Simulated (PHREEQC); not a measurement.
Solution (20 °C): 0.0019 mol Cu(NO3)2, 0.00077 mol H2SO4 and 1.4 mol KCl per kg of water. Closed to the air; pH follows from the charge balance.

Equilibrium calculation in PHREEQC: ion-association model, phreeqc.dat.

Precipitation was switched off in this run.

Problem. What pH, density does the model give?

Solution. pH 2.95; density 1.060 g/cm³.

Problem. In which forms is Cu present?

Solution. Cu+2 60 %, CuCl+ 34 %, CuCl2 6.1 % of the Cu.

Caution: at this ionic strength the ion-association model is outside its range; a Pitzer model would be the better tool where its parameters exist.
